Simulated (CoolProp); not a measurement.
Values from CoolProp's reference Helmholtz-energy equation of state, Lemmon 2003. It is a pseudo-pure fit of the blend.

Question: For R410A, give the phase and the Joule-Thomson coefficient (K/MPa), conductivity (mW/(m K)), Prandtl number at 361 K and 0.155 MPa; 361 K and 0.654 MPa; 361 K and 30.3 MPa.

Answer: 
- 361 K and 0.155 MPa: gas; Joule-Thomson coefficient 10.6, conductivity 18.0, Prandtl number 0.795
- 361 K and 0.654 MPa: gas; Joule-Thomson coefficient 10.7, conductivity 18.5, Prandtl number 0.814
- 361 K and 30.3 MPa: supercritical; Joule-Thomson coefficient 0.0561, conductivity 87.2, Prandtl number 1.91

Viscosity comes from a separate model (Geller 2000). Thermal conductivity comes from a separate model (Geller 2001).
